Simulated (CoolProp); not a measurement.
Vapour-liquid equilibrium of carbon dioxide (1) + ethane (2) at 254.5 K; x and y are mole fractions of (1).

Computed with CoolProp (multi-fluid Helmholtz-energy mixture model, Span 1996 and Bücker 2006; pair parameters Kunz 2012).

Q: Give the bubble pressure and the first vapour's composition at x = 0.125, 0.275, 0.65. Is there an azeotrope?

A: x = 0.125: 1812 kPa, y = 0.239; x = 0.275: 2106 kPa, y = 0.412; x = 0.65: 2403 kPa, y = 0.661. y crosses x between x = 0.65 and 0.725: the model has an azeotrope there.

Pair parameters are fitted to limited data, so mixtures are less certain than the pure fluids.
